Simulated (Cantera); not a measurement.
A perfectly stirred reactor is fed with 1.67 % H₂, 98.3 % O₂, equivalence ratio 0.0085, at 380 Pa; it is held at 950 K, and followed from long to short residence time.

Model: GRI-Mech 3.0 (53 species, 325 reactions), integrated in Cantera. Radical loss at walls, strong at low pressure, is not modelled.

One state of this run: x H₂ = 0.00564; x O₂ = 0.976; x OH = 0.00115; x H₂O₂ = 4.80e-8; x O = 0.00529; x H = 0.00267. x: mole fraction; the columns are a selection and need not sum to one.

Q: Which value of τ (s) does it belong to?
A) 0.021
B) 4.0
C) 0.0075
D) 1.4

A: A, 0.021
